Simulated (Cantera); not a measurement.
An isothermal, constant-pressure homogeneous reactor starts with CH4 : O2 : N2 = 0.017 : 0.0067 : 1 (molar parts), equivalence ratio 5.1, at 1350 K and 1000000 Pa. Integrator tolerance rtol = 1e-08.

Cantera simulation using GRI-Mech 3.0 (53 species, 325 reactions); the numbers are that mechanism's predictions, not measurements.

What does this change do: O2 0.0067 to 0.0039 parts?


| quantity | before | after |
|---|---|---|
| x(CH4) at 200 s | 0.00456 (gas-phase equilibrium 0.00127) | 0.00524 (gas-phase equilibrium 0.00264) |
| x(O2) at 200 s | <1e-12 (gas-phase equilibrium <1e-12) | <1e-12 (gas-phase equilibrium <1e-12) |
| x(CO) at 200 s | 0.00587 (gas-phase equilibrium 0.0128) | 0.00392 (gas-phase equilibrium 0.00751) |
| x(CH2) at 200 s | 3.59e-12 (gas-phase equilibrium <1e-12) | 3.77e-12 (gas-phase equilibrium <1e-12) |
| x(HO2) at 200 s | <1e-12 (gas-phase equilibrium <1e-12) | <1e-12 (gas-phase equilibrium <1e-12) |
| x(HCO) at 200 s | 1.75e-11 (gas-phase equilibrium 5.16e-11) | 1.16e-11 (gas-phase equilibrium 2.78e-11) |
| x(NO) at 200 s | <1e-12 (gas-phase equilibrium <1e-12) | <1e-12 (gas-phase equilibrium <1e-12) |
GRI-Mech 3.0 stops at C3 and has no aromatics, soot or wall deposition, so with more carbon than oxygen in the feed, carbon stays in small species such as C2H2 where larger ones or solid carbon would form.

What does this change do: CH4 0.017 to 0.0031 parts?


```
quantity                                            before                                      after
---------------  -----------------------------------------  -----------------------------------------
x(CH4) at 200 s    0.00456 (gas-phase equilibrium 0.00127)      <1e-12 (gas-phase equilibrium <1e-12)
x(O2) at 200 s       <1e-12 (gas-phase equilibrium <1e-12)  0.000495 (gas-phase equilibrium 0.000480)
x(CO) at 200 s      0.00587 (gas-phase equilibrium 0.0128)    1.76e-8 (gas-phase equilibrium 1.79e-8)
x(CH2) at 200 s    3.59e-12 (gas-phase equilibrium <1e-12)      <1e-12 (gas-phase equilibrium <1e-12)
x(HO2) at 200 s      <1e-12 (gas-phase equilibrium <1e-12)  2.79e-10 (gas-phase equilibrium 2.73e-10)
x(HCO) at 200 s  1.75e-11 (gas-phase equilibrium 5.16e-11)      <1e-12 (gas-phase equilibrium <1e-12)
x(NO) at 200 s       <1e-12 (gas-phase equilibrium <1e-12)    2.95e-7 (gas-phase equilibrium 2.92e-5)
```
